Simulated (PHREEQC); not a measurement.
# Acid rinse or clean

Dissolve 180 mmol/kgw H2SO4 and 4.2 mmol/kgw AlCl3 at 25 °C. Closed to the air; pH follows from the charge balance.

All values are PHREEQC results (ion-association model, phreeqc.dat), not measurements.

Each row changes one thing in this solution. This is a speciation only: nothing precipitates in the calculation.

| case | pH | ionic strength (mol/kgw) | Al+3 (mol/kgw) | AlOH+2 (mol/kgw) | SI of Gibbsite (Al(OH)3) |
|---|---|---|---|---|---|
| as made | 0.78 | 0.242 | 0.000749 | 1.84e-8 | -9.82 |
| AlCl3 from 0.0042 to 0.042 mol/kgw | 0.74 | 0.351 | 0.0109 | 2.33e-7 | -8.86 |
| H2SO4 from 0.18 to 0.036 mol/kgw | 1.38 | 0.0682 | 0.000823 | 9.45e-8 | -7.74 |
| temperature from 25 to 55 °C | 0.81 | 0.221 | 0.000995 | 1.59e-7 | ? |
| diluted 100-fold with water | 2.52 | ? | 1.38e-5 | 3.27e-8 | -5.69 |
| H2SO4 left out | 3.83 | 0.0249 | 0.00404 | ? | ? |
| AlCl3 from 0.0042 to 0.0021 mol/kgw | 0.78 | 0.237 | 0.000365 | ? | -10.12 |
| H2SO4 replaced by (NH4)2SO4 at the same molality | 4.78 | 0.394 | 0.000216 | 5.06e-5 | +1.54 |
| AlCl3 from 0.0042 to 0.00462 mol/kgw | 0.78 | 0.243 | 0.000828 | 2.04e-8 | -9.78 |

### Question
Some entries are withheld; supply them.

### Answer

- temperature from 25 to 55 °C, SI of Gibbsite (Al(OH)3): -8.11
- diluted 100-fold with water, ionic strength (mol/kgw): 0.00480
- H2SO4 left out, AlOH+2 (mol/kgw): 0.000156
- H2SO4 left out, SI of Gibbsite (Al(OH)3): +0.50
- AlCl3 from 0.0042 to 0.0021 mol/kgw, AlOH+2 (mol/kgw): 9.08e-9

Species that the database lacks are ignored. Some of these states are supersaturated (in Gibbsite (slow to form), for instance). Away from 25 °C the constants follow the database's enthalpies or fits; those with neither stay at their 25 °C values.
